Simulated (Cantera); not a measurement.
Cantera with NASA thermochemical tables; ideal gases at 1 bar, condensed phases pure. Values are per mole of reaction as written; species without (g) are pure solids or liquids, kept so even where they would boil at 1 bar.

2 AlN + 3 Br₂(g) + 2 NO₂(g) → 4 NO(g) + 2 AlBr₃(g), with ΔH° = 19.1 kJ and ΔS° = 285.0 J/K at 300 K.

### Question
How far is the shortcut ΔG° ≈ ΔH°(300 K) − T·ΔS°(300 K) from the full temperature-dependent value at 873, 923, 973, 1023, 1073, 1123, 1173, 1223, 1273, 1323, 1373 K?

### Answer
```csv
T (K),shortcut (kJ),full (kJ),difference (kJ),difference in log10 K
873,-229.7,-232.8,3.1,-0.18
923,-244.0,-247.2,3.2,-0.18
973,-258.3,-261.5,3.3,-0.18
1023,-272.5,-275.8,3.3,-0.17
1073,-286.8,-290.1,3.3,-0.16
1123,-301.0,-304.3,3.3,-0.15
1173,-315.3,-318.5,3.3,-0.14
1223,-329.5,-332.7,3.2,-0.13
1273,-343.8,-346.8,3.0,-0.12
1323,-358.0,-360.9,2.8,-0.11
1373,-372.3,-374.9,2.6,-0.10
```
The shortcut ignores the heat-capacity change of the reaction.
